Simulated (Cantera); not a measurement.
A closed system holds: 1 mol SiCl₄, 0.98 mol Cl₂, 0.5 mol H₂, 1.3 mol HCl, at 100000 Pa.

Method: chemical equilibrium by Gibbs-energy minimisation in Cantera with the NASA 1993 tables (ideal gas, pure condensed phases). Candidate condensed phases: Si; 19 gas species. The numbers say what is thermodynamically allowed, not how fast it happens. All values below are at 1273 K.

Base state: HCl 0.607, SiCl₄ 0.264, Cl₂ 0.125, Cl 0.00343 (mole fractions); condensed: gas only.

Problem. What changes in the equilibrium state with this change: pressure from 100000 Pa to 13300 Pa?

Solution. 
```tsv
species	before	after
HCl	0.607	0.606
SiCl₄	0.264	0.263
Cl₂	0.125	0.122
Cl	0.00343	0.00927
```

Problem. What changes in the equilibrium state with this change: 0.03 mol HF added?

Solution. 
```json
[
 {"species": "HCl", "before": "0.607", "after": "0.610"},
 {"species": "SiCl₄", "before": "0.264", "after": "0.260"},
 {"species": "Cl₂", "before": "0.125", "after": "0.124"},
 {"species": "SiF₄", "before": "0", "after": "0.00177"},
 {"species": "HF", "before": "0", "after": "0.000792"},
 {"species": "Cl", "before": "0.00343", "after": "0.00342"}
]
```
